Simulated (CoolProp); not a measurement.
Vapour-liquid equilibrium of CHF3 (R23) (1) + sulfur hexafluoride (2) at 250.7 K; x and y are mole fractions of (1).

Values from CoolProp's multi-fluid Helmholtz-energy mixture model, Penoncello 2003 and Guder 2009; pair parameters Bell 2016.

Question: Give the bubble pressure and the first vapour's composition at x = 0.275, 0.5, 0.65. Is there an azeotrope?

Answer: x = 0.275: 1.098 MPa, y = 0.492; x = 0.5: 1.248 MPa, y = 0.626; x = 0.65: 1.305 MPa, y = 0.708. y crosses x between x = 0.8 and 0.875: the model has an azeotrope there.

Pair parameters are fitted to limited data, so mixtures are less certain than the pure fluids.
